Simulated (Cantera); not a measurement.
Feed: 1 mol FeS, 4.6 mol O2, 1.7 mol N2, at 700 K and 1.40 bar.

Method: chemical equilibrium by Gibbs-energy minimisation in Cantera with the NASA 1993 tables (ideal gas, pure condensed phases). Candidate condensed phases: Fe, FeO, FeS, FeSO4, FeS2, Fe2O3, Fe2(SO4)3, Fe3O4, S; 19 gas species. Rates play no part.

Base state: O2 0.580, N2 0.420, SO3 1.50e-5 (mole fractions); condensed: Fe2O3(s) + Fe2(SO4)3(s).

What changes in the equilibrium state with this change: 0.21 mol CH4 added?


```
species             before    after
-----------------  -------  -------
O2                   0.580    0.453
N2                   0.420    0.399
H2O                      0   0.0986
CO2                      0   0.0493
SO3                1.50e-5  1.50e-5
Fe2O3(s), mol        0.167    0.167
Fe2(SO4)3(s), mol    0.333    0.333
```
Further candidate phases: C, C6H6, C7H8, C8H18, Fe(CO)5, Fe(OH)2, Fe(OH)3, H2O, H2SO4.

What changes in the equilibrium state with this change: temperature from 700 K to 1300 K?


```csv
species,before,after
O2,0.580,0.509
N2,0.420,0.309
SO2,5.82e-8,0.165
SO3,1.50e-5,0.0170
NO,3.42e-7,0.000386
"Fe2O3(s), mol",0.167,0.500
"Fe2(SO4)3(s), mol",0.333,0
```

What changes in the equilibrium state with this change: temperature from 700 K to 1773.15 K?


```json
[
 {"species": "O2", "before": "0.580", "after": "0.518"},
 {"species": "N2", "before": "0.420", "after": "0.300"},
 {"species": "SO2", "before": "5.82e-8", "after": "0.176"},
 {"species": "O", "before": "<1e-9", "after": "5.72e-5"},
 {"species": "NO", "before": "3.42e-7", "after": "0.00367"},
 {"species": "SO3", "before": "1.50e-5", "after": "0.00173"},
 {"species": "NO2", "before": "7.26e-7", "after": "1.82e-5"},
 {"species": "Fe2O3(s), mol", "before": "0.167", "after": "0"},
 {"species": "Fe2(SO4)3(s), mol", "before": "0.333", "after": "0"},
 {"species": "Fe3O4(s), mol", "before": "0", "after": "0.333"}
]
```
